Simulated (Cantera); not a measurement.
A closed system holds: 1 mol SiHCl₃, 0.0059 mol Cl₂, 77 mol N₂, at 1198 K and 23.0 mbar.

Cantera equilibrium calculation (NASA polynomials, part measured and part estimated; ideal gas, pure solids and liquids). Candidate condensed phases: NH₄Cl, Si, Si₃N₄; 28 gas species. N₂ is the only nitrogen source here; it is nearly inert below about 1500 K, so the nitride shown seldom forms there in practice. The tables' values for SiCl₃ are old estimates; treat these amounts as uncertain. Kinetics and transport are ignored.

Base state: N₂ 0.981, HCl 0.0120, SiCl₄ 0.00637, H₂ 0.000385, SiCl₃ 0.000267, SiCl₂ 9.90e-5 (mole fractions); condensed: Si₃N₄(s).

Task: What changes in the equilibrium state with this change: SiHCl₃ replaced by Si₂Cl₆?

Result: 
```
species          before     after
-------------  --------  --------
N₂                0.981     0.981
SiCl₄           0.00637    0.0187
SiCl₃          0.000267  0.000598
HCl              0.0120         0
H₂             0.000385         0
SiCl₂           9.90e-5  0.000170
Si₃N₄(s), mol     0.158     0.160
```
The feed counts by its element totals alone.
